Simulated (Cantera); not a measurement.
# Thermodynamics of iron carbonyl, mercury and lead vapours, feed Hg + H2

Feed: 1 mol Hg, 1.7 mol H2, equilibrated at 0.133 bar.

These are equilibrium values from Cantera (NASA tables, ideal gas, pure condensed phases), not measurements of a reactor. Candidate condensed phases: Hg; 3 gas species. The numbers say what is thermodynamically allowed, not how fast it happens.

```tsv
T (°C)	x H2	x Hg	x H	n Hg(l)
202	0.818	0.182	<1e-12	0.622
277	0.630	0.370	<1e-12	0
352	0.630	0.370	<1e-12	0
427	0.630	0.370	<1e-12	0
502	0.630	0.370	2.16e-12	0
577	0.630	0.370	4.45e-11	0
652	0.630	0.370	5.66e-10	0
727	0.630	0.370	4.93e-9	0
802	0.630	0.370	3.19e-8	0
```
x: gas mole fraction; n: condensed amount in mol.

At 202 °C the condensed part is Hg(l). From 277 °C to 802 °C nothing is condensed. The main Hg-bearing gas is Hg throughout.
